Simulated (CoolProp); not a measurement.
Water along the isobar 20.3 MPa: fugacity coefficient from the reference equation and from simpler models built on Tc = 647.1 K, pc = 22.06 MPa, ω = 0.344; each cubic takes its own stable root.

Values from CoolProp's reference Helmholtz-energy equation of state, Wagner 2002.

```
T (K)   phase  reference  van der Waals  Redlich-Kwong  Soave-Redlich-Kwong  Peng-Robinson
-----  ------  ---------  -------------  -------------  -------------------  -------------
515.5  liquid     0.1626         0.3755         0.2466               0.1756         0.1700
524.9  liquid     0.1876         0.4007         0.2747               0.2027         0.1961
534.2  liquid     0.2146         0.4261            [?]               0.2318         0.2241
543.6  liquid     0.2443         0.4523         0.3349               0.2637         0.2547
552.9  liquid     0.2760         0.4785         0.3667               0.2974            [?]
562.2  liquid     0.3100         0.5049         0.3996               0.3333         0.3218
571.6  liquid     0.3467         0.5319         0.4337               0.3717         0.3587
580.9  liquid     0.3851         0.5587         0.4682               0.4114         0.3971
590.3  liquid     0.4261         0.5857         0.5037               0.4531         0.4374
599.6  liquid     0.4684         0.6124         0.5391               0.4957         0.4785
609    liquid     0.5129         0.6390         0.5749                  [?]         0.5210
```

Fill in the missing entries.


- 534.2, Redlich-Kwong: 0.3040
- 552.9, Peng-Robinson: 0.2872
- 609, Soave-Redlich-Kwong: 0.5396
